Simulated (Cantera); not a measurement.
# Reactions in the system Ba-H-O

Standard-state values (1 bar) from the NASA 1993 polynomials, evaluated with Cantera. Values are per mole of reaction as written; species without (g) are pure solids or liquids, kept so even where they would boil at 1 bar.

Ba(OH)₂ → BaO + H₂O(g)

```json
[
 {"T (K)": "673", "ΔH° (kJ)": "145.1", "ΔS° (J/K)": "129.9", "ΔG° (kJ)": "57.6", "log10 K": "-4.47", "condensed phases": "Ba(OH)₂(s), BaO(s)"},
 {"T (K)": "823", "ΔH° (kJ)": "121.3", "ΔS° (J/K)": "95.9", "ΔG° (kJ)": "42.4", "log10 K": "-2.69", "condensed phases": "Ba(OH)₂(l), BaO(s)"},
 {"T (K)": "973", "ΔH° (kJ)": "114.5", "ΔS° (J/K)": "88.4", "ΔG° (kJ)": "28.6", "log10 K": "-1.53", "condensed phases": "Ba(OH)₂(l), BaO(s)"},
 {"T (K)": "1123", "ΔH° (kJ)": "108.3", "ΔS° (J/K)": "82.4", "ΔG° (kJ)": "15.8", "log10 K": "-0.73", "condensed phases": "Ba(OH)₂(l), BaO(s)"},
 {"T (K)": "1273", "ΔH° (kJ)": "102.6", "ΔS° (J/K)": "77.6", "ΔG° (kJ)": "3.8", "log10 K": "-0.16", "condensed phases": "Ba(OH)₂(l), BaO(s)"},
 {"T (K)": "1423", "ΔH° (kJ)": "97.2", "ΔS° (J/K)": "73.6", "ΔG° (kJ)": "-7.5", "log10 K": "0.28", "condensed phases": "Ba(OH)₂(l), BaO(s)"},
 {"T (K)": "1573", "ΔH° (kJ)": "92.3", "ΔS° (J/K)": "70.3", "ΔG° (kJ)": "-18.3", "log10 K": "0.61", "condensed phases": "Ba(OH)₂(l), BaO(s)"},
 {"T (K)": "1723", "ΔH° (kJ)": "87.7", "ΔS° (J/K)": "67.6", "ΔG° (kJ)": "-28.7", "log10 K": "0.87", "condensed phases": "Ba(OH)₂(l), BaO(s)"},
 {"T (K)": "1873", "ΔH° (kJ)": "83.5", "ΔS° (J/K)": "65.2", "ΔG° (kJ)": "-38.6", "log10 K": "1.08", "condensed phases": "Ba(OH)₂(l), BaO(s)"},
 {"T (K)": "2023", "ΔH° (kJ)": "79.7", "ΔS° (J/K)": "63.2", "ΔG° (kJ)": "-48.3", "log10 K": "1.25", "condensed phases": "Ba(OH)₂(l), BaO(s)"},
 {"T (K)": "2173", "ΔH° (kJ)": "76.1", "ΔS° (J/K)": "61.5", "ΔG° (kJ)": "-57.6", "log10 K": "1.38", "condensed phases": "Ba(OH)₂(l), BaO(s)"}
]
```
